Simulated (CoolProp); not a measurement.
Saturated liquid density (kg/m³) of CH2F2 (R32): the reference equation beside estimates from Tc = 351.3 K, pc = 5783 kPa, ω = 0.277. Rackett uses Z = 0.29056 − 0.08775 ω.

Model: reference Helmholtz-energy equation of state, Tillner-Roth 1997, in CoolProp.

| T (K) | reference | Rackett | Soave-Redlich-Kwong |
|---|---|---|---|
| 236.3 | 1171 | 1012 | 913.0 |
| 246.2 | 1142 | 987.7 | 889.6 |
| 256.2 | 1111 | 962.0 | 864.0 |
| 266.2 | 1079 | 935.0 | 836.3 |
| 276.2 | 1045 | 906.4 | 806.1 |
| 286.1 | 1009 | 876.4 | 773.3 |
| 296.1 | 969.5 | 843.7 | 736.7 |
| 306.1 | 926.5 | 807.9 | 695.8 |
| 316 | 878.6 | 768.3 | 649.8 |
| 326 | 822.0 | 721.9 | 595.5 |
| 336 | 750.8 | 663.9 | 528.7 |

Absolute difference from the reference over all 11 rows, mean and median: Rackett 12.9 and 13.1 %, Soave-Redlich-Kwong 24.3 and 23.4 %.
